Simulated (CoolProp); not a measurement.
CF4 (R14) at 452.8 K and 1.26 MPa flows at 0.13 m/s in a round tube of 2 mm bore and 45 µm roughness, fully developed (64/Re and Nu = 3.66 if laminar; Colebrook and Gnielinski if turbulent). Each further row changes one setting.

Computed with CoolProp (reference Helmholtz-energy equation of state, Platzer 1990). This equation is an older, rougher fit.

```tsv
case	Reynolds number	Darcy friction factor	pressure drop (Pa/m)	heat-transfer coefficient (W/(m² K))	mass flow (kg/h)
as stated	313	0.205	25.6	52.4	?
velocity 0.26 m/s	626	0.102	?	52.4	0.0869
diameter 4 mm	626	0.102	?	26.2	0.174
```

Task: Some entries are withheld; supply them.

Result: 
- as stated, mass flow (kg/h): 0.0435
- velocity 0.26 m/s, pressure drop (Pa/m): 51.1
- diameter 4 mm, pressure drop (Pa/m): 6.39

Viscosity comes from a separate model (Huber 2003), an estimate that may be off by 10 % or more. Thermal conductivity comes from a separate model (Huber 2003), an estimate that may be off by 10 % or more.
